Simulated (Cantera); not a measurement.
Input (Python, Cantera) and output of one run.

```python
import numpy as np
import cantera as ct

gas_names = [...]  # 113 gases of nasa_gas.yaml made of C, H, O, Ta
cond_names = """
    C(gr) C6H6(L) C7H8(L) C8H18(L),n-octa H2O(s) H2O(L) Ta(cr) Ta(L) TaC(s) TaC(L) Ta2O5(s) Ta2O5(L)
""".split()


# ... load() reads the species with a 1 bar reference pressure and builds the phases ...
atoms = {
    'Ta2O5': {'Ta': 2, 'O': 5},
    'C': {'C': 1},
    'H2': {'H': 2},
}
top_T = {'C(gr)': 4500}  # K; cautious upper limits of use, not melting points


# ... equilibrate(T, P, feed) seeds the gas with the atoms and calls Mixture.equilibrate('TP', solver="vcs", rtol=1e-11, max_steps=5000) ...
results = []
feed = {'Ta2O5': 1, 'C': 3.8, 'H2': 0.71}  # mol
T = 823.15  # K
P = 100000  # Pa
mix = equilibrate(T, P, feed)
results.append((T, P, feed, dict(zip(mix.species_names, mix.species_moles))))
x = sorted(zip(gas.X, gas.species_names), reverse=True)
print(f"T = {T:g} K  P = {P:g} Pa  gas = {mix.phase_moles(0):.4g} mol")
print("   x: " + "  ".join(f"{s} {v:.3e}" for v, s in x if v > 1e-05))
print("   condensed (mol): " + ("  ".join(f"{mix.phase(i).name} {mix.phase_moles(i):.4g}"
      for i in range(1, mix.n_phases) if mix.phase_moles(i) > 1e-12) or "none"))
```

Output:

```
T = 823.15 K  P = 100000 Pa  gas = 0.5183 mol
   x: H2 6.302e-01  CH4 3.697e-01
   condensed (mol): C(gr) 3.608  TaC(s) 1.812e-06  Ta2O5(s) 1
```

Method: chemical equilibrium by Gibbs-energy minimisation in Cantera with the NASA 1993 tables (ideal gas, pure condensed phases).
